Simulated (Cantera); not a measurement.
Charge: 1 mol Pb, 0.071 mol O2, 1.9 mol H2, held at 3.00 Torr.

Equilibrium computed with Cantera from the NASA thermochemical tables; the gas is ideal and each condensed phase is pure. Candidate condensed phases: H2O, Pb, PbO, PbO2, Pb3O4; 12 gas species. Kinetics and transport are ignored.

**Question.** What share of the Pb ends up in condensed phases as a function of T (K), at 648, 748, 848, 948, 1048, 1148, 1248, 1348, 1448, 1548, 1648?

**Answer.** 
```
T (K)  Pb condensed (%)     as
-----  ----------------  -----
648               100.0  Pb(l)
748               100.0  Pb(l)
848               100.0  Pb(l)
948                99.8  Pb(l)
1048               97.9  Pb(l)
1148               85.7  Pb(l)
1248                8.5  Pb(l)
1348                0.0      -
1448                0.0      -
1548                0.0      -
1648                0.0      -
```
